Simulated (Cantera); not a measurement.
An isothermal, constant-pressure homogeneous reactor starts with C2H6 : N2 = 0.54 : 35 (molar parts), at 2000 K and 0.0132 atm.

Detailed kinetics in Cantera: GRI-Mech 3.0 (53 species, 325 reactions). GRI-Mech 3.0 stops at C3 and has no aromatics, soot or wall deposition, so with more carbon than oxygen in the feed, carbon stays in small species such as C2H2 where larger ones or solid carbon would form. Radical loss at walls, strong at low pressure, is not modelled.

One state of this run: x C2H6 = <1e-12; x CH4 = 2.13e-8; x H2 = 0.0283; x H = 0.00239; x CH2 = 3.87e-9; x HCN = 0.000342; x C2H2 = 0.0145. x: mole fraction; the columns are a selection and need not sum to one.

Which value of t (s) does it belong to?
A) 90.0
B) 0.343
C) 0.00130
D) 0.00525

A, 90.0
